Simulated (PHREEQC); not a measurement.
Synthetic water in mg/kgw, 25 °C, pH 6.93:

| constituent | mg/kgw |
|---|---|
| Na | 5010 |
| K | 402 |
| Ca | 38.4 |
| Mg | 558 |
| Cl | 9010 |
| S(6) as SO4 | 1270 |
| Alkalinity as HCO3 | 171 |

Valence states are taken as typed.

Equilibrium calculation in PHREEQC: Pitzer model, pitzer.dat.

```
Property                     Result
--------------------  -------------
ionic strength        0.317 mol/kgw
activity of water             0.992
specific conductance    26100 µS/cm
density                 1.009 g/cm³
osmotic coefficient           0.901
charge-balance error         -1.3 %
```

```
species  molality  activity   log γ
-------  --------  --------  ------
Cl-         0.254     0.173  -0.166
Na+         0.218     0.158  -0.139
Mg+2       0.0230   0.00630  -0.562
SO4-2      0.0132   0.00205  -0.809
K+         0.0103   0.00717  -0.156
HCO3-     0.00279   0.00199  -0.146
Ca+2     0.000958  0.000245  -0.592
CO2      0.000495  0.000518   0.020
CO3-2     4.78e-6   7.76e-7  -0.790
MgCO3     4.14e-6   4.14e-6   0.000
H+        1.52e-7   1.17e-7  -0.113
OH-       1.36e-7   8.54e-8  -0.201
MgOH+     8.96e-8   8.25e-8  -0.036
HSO4-     3.31e-8   2.30e-8  -0.159
```

No solid was allowed to form.
